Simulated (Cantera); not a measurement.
A Cantera script and what it prints.

```python
import numpy as np
import cantera as ct

gas_names = [...]  # 71 gases of nasa_gas.yaml made of F, H, O, S
cond_names = """
    H2O(s) H2O(L) H2SO4(L) S(cr1) S(cr2) S(L)
""".split()


# ... load() reads the species with a 1 bar reference pressure and builds the phases ...
atoms = {
    'HF': {'H': 1, 'F': 1},
    'O2': {'O': 2},
    'SO2': {'S': 1, 'O': 2},
}
top_T = {}  # K; cautious upper limits of use, not melting points


# ... equilibrate(T, P, feed) seeds the gas with the atoms and calls Mixture.equilibrate('TP', solver="vcs", rtol=1e-11, max_steps=5000) ...
results = []
feed = {'HF': 1, 'O2': 1.2, 'SO2': 0.045}  # mol
P = 13332.2  # Pa
for T in [3000, 3500, 4000, 4500, 5000]:
    mix = equilibrate(T, P, feed)
    results.append((T, P, feed, dict(zip(mix.species_names, mix.species_moles))))

top = {s: max(r[3][s] / sum(r[3][g] for g in gas_names) for r in results) for s in gas_names}
cols = sorted((s for s in top if top[s] > 1e-06), key=lambda s: -top[s])[:8]
seen = [c for c in cond_names if any(r[3].get(c, 0) > 1e-12 for r in results)]
print("log10 of partial pressures in bar; condensed amounts in mol")
print(f"{'T/K':>10s}" + "".join(f"{s[:9]:>10s}" for s in cols + seen))
for T, P, feed, n in results:
    ng = sum(n[g] for g in gas_names)
    print(f"{T:10.4g}" + "".join(f"{np.log10(max(n[s] / ng * P / 1e5, 1e-99)):10.3f}" for s in cols)
          + "".join(f"{n.get(c, 0):10.4g}" for c in seen))
```

Result:

```
log10 of partial pressures in bar; condensed amounts in mol
       T/K         O        O2        HF         F         H        OH       SO2         S
      3000    -1.600    -1.309    -1.324    -2.306    -2.830    -2.615    -2.742    -4.521
      3500    -1.203    -1.793    -1.573    -1.878    -2.023    -2.535    -3.461    -3.312
      4000    -1.132    -2.610    -2.070    -1.626    -1.655    -2.942    -4.987    -2.935
      4500    -1.134    -3.361    -2.766    -1.549    -1.556    -3.506    -6.540    -2.888
      5000    -1.135    -3.961    -3.433    -1.535    -1.537    -4.019    -7.816    -2.882
```

Cantera equilibrium calculation (NASA polynomials, part measured and part estimated; ideal gas, pure solids and liquids).
